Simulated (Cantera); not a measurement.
An isothermal, constant-pressure homogeneous reactor starts with 2.19 % C2H4, 97.8 % H2, at 1898 K and 0.353 Torr.

Computed with Cantera and GRI-Mech 3.0 (53 species, 325 reactions). GRI-Mech 3.0 was tuned for natural gas; its chemistry of ethylene as a main component is partial and can be far from experiment. GRI-Mech 3.0 stops at C3 and has no aromatics, soot or wall deposition, so with more carbon than oxygen in the feed, carbon stays in small species such as C2H2 where larger ones or solid carbon would form. Radical loss at walls, strong at low pressure, is not modelled.

x: mole fraction; the columns are a selection and need not sum to one.

```tsv
t (s)	x C2H4	x H2	x H	x C2H6	x C2H	x CH4
0.000400	0.0218	0.978	2.76e-7	2.56e-10	<1e-12	5.36e-12
0.00111	0.0217	0.978	8.40e-7	?	2.68e-12	1.60e-10
0.00308	0.0213	0.978	2.40e-6	?	2.02e-11	2.78e-9
0.00854	0.0202	0.978	6.66e-6	?	1.49e-10	2.07e-8
0.0237	0.0175	0.978	1.78e-5	?	1.03e-9	8.72e-8
0.0658	0.0116	0.978	4.40e-5	?	5.92e-9	3.01e-7
0.182	0.00350	0.978	9.22e-5	5.48e-10	2.20e-8	7.62e-7
0.506	0.000105	0.978	0.000174	1.64e-11	4.91e-8	1.05e-6
1.40	4.45e-6	0.978	0.000379	<1e-12	1.08e-7	1.07e-6
3.90	2.93e-6	0.978	0.000944	<1e-12	2.68e-7	1.10e-6
10.8	1.52e-6	0.976	0.00247	<1e-12	7.01e-7	1.23e-6
30.0	6.71e-7	0.972	0.00634	<1e-12	1.81e-6	1.67e-6
```

**Question.** Complete the blanks.

**Answer.** 
- 0.00111, x C2H6: 1.06e-9
- 0.00308, x C2H6: 2.47e-9
- 0.00854, x C2H6: 3.11e-9
- 0.0237, x C2H6: 2.73e-9
- 0.0658, x C2H6: 1.81e-9
